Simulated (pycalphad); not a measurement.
Source of the numbers: pycalphad with the COST 507 light-alloy database (1999); pressure 1 atm. These are 1990s assessments: newer ones move some temperatures and phases.

Task: How does the equilibrium phase assembly of Al-5.003Fe-8.569Si (wt.%) change on cooling from 1577 °C to 227 °C?

Result: 
```csv
T (°C),phases above,phases below
711.7,LIQUID,ALFESI_ALPHA + LIQUID
667.6,ALFESI_ALPHA + LIQUID,ALFESI_ALPHA + ALFESI_BETA + LIQUID
659.2,ALFESI_ALPHA + ALFESI_BETA + LIQUID,ALFESI_BETA + LIQUID
608.6,ALFESI_BETA + LIQUID,ALFESI_BETA + FCC_A1 + LIQUID
575.7,ALFESI_BETA + FCC_A1 + LIQUID,ALFESI_BETA + DIAMOND_A4 + FCC_A1
```
Changes were sought between steps of 75 K, so a narrower field can be missed.

Database names, with the compositions (at.%) that they take in these runs: ALFESI_ALPHA: Al 72 Fe 19 Si 9; ALFESI_BETA: Al 70 Fe 15 Si 15. FCC_A1 is fcc; DIAMOND_A4 is diamond (Si).
